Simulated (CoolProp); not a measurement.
The numbers come from the reference Helmholtz-energy equation of state, Zhou 2014 in CoolProp.

Task: For cyclohexane, give the phase and the density (kg/m³), isothermal compressibility (1/MPa) at 619.7 K and 306 bar; 619.7 K and 357 bar.

Result: 
- 619.7 K and 306 bar: supercritical; density 533, isothermal compressibility 0.00661
- 619.7 K and 357 bar: supercritical; density 550, isothermal compressibility 0.00535
